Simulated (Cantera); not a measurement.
A Cantera script and its output.

```python
import numpy as np
import cantera as ct

gas = ct.Solution("gri30.yaml")
gas.TPX = 1998, 1700, {'CH4': 1, 'H2': 0.28}
inlet = ct.Reservoir(gas, clone=True)

reactor = ct.IdealGasConstPressureReactor(gas, energy="off", clone=False)
exhaust = ct.Reservoir(gas, clone=True)
tau = [4.8, 1.9, 0.76, 0.3, 0.12, 0.049, 0.019, 0.0077, 0.0031][0]
for a, b in ((inlet, reactor), (reactor, exhaust)):
    ct.MassFlowController(a, b, mdot=lambda t: reactor.mass / tau)
net = ct.ReactorNet([reactor])
show = ['CH4', 'H2', 'CH3', 'C2H4', 'C2H2', 'C2H']

rows = []
print(f"{'tau/s':>10s}{'T/K':>9s}" + "".join(f"{s:>11s}" for s in show))
for tau in [4.8, 1.9, 0.76, 0.3, 0.12, 0.049, 0.019, 0.0077, 0.0031]:
    net.initial_time = 0.0
    net.advance(30 * tau)
    before = gas.X
    net.advance(40 * tau)
    drift = np.max(np.abs(gas.X - before) / (gas.X + 1e-9))
    rows.append([gas.T, *gas[show].X, drift])
    print(f"{tau:10.3e}{gas.T:9.1f}" + "".join(f"{x:11.3e}" for x in gas[show].X))
```

It prints:

```
     tau/s      T/K        CH4         H2        CH3       C2H4       C2H2        C2H
 4.800e+00   1998.0  3.088e-03  7.706e-01  6.568e-04  2.924e-05  2.172e-01  4.364e-05
 1.900e+00   1998.0  6.343e-03  7.693e-01  1.115e-03  4.664e-05  2.162e-01  3.595e-05
 7.600e-01   1998.0  1.288e-02  7.653e-01  1.859e-03  9.530e-05  2.142e-01  2.929e-05
 3.000e-01   1998.0  2.523e-02  7.564e-01  3.056e-03  2.330e-04  2.103e-01  2.422e-05
 1.200e-01   1998.0  4.647e-02  7.406e-01  4.880e-03  5.980e-04  2.034e-01  2.045e-05
 4.900e-02   1998.0  8.071e-02  7.146e-01  7.533e-03  1.499e-03  1.920e-01  1.734e-05
 1.900e-02   1998.0  1.389e-01  6.702e-01  1.153e-02  3.812e-03  1.723e-01  1.410e-05
 7.700e-03   1998.0  2.256e-01  6.041e-01  1.653e-02  8.640e-03  1.421e-01  1.059e-05
 3.100e-03   1998.0  3.594e-01  5.032e-01  2.183e-02  1.699e-02  9.577e-02  6.257e-06
```

Computed with Cantera and GRI-Mech 3.0 (53 species, 325 reactions). GRI-Mech 3.0 stops at C3 and has no aromatics, soot or wall deposition, so with more carbon than oxygen in the feed, carbon stays in small species such as C2H2 where larger ones or solid carbon would form. Radical loss at walls, strong at low pressure, is not modelled.
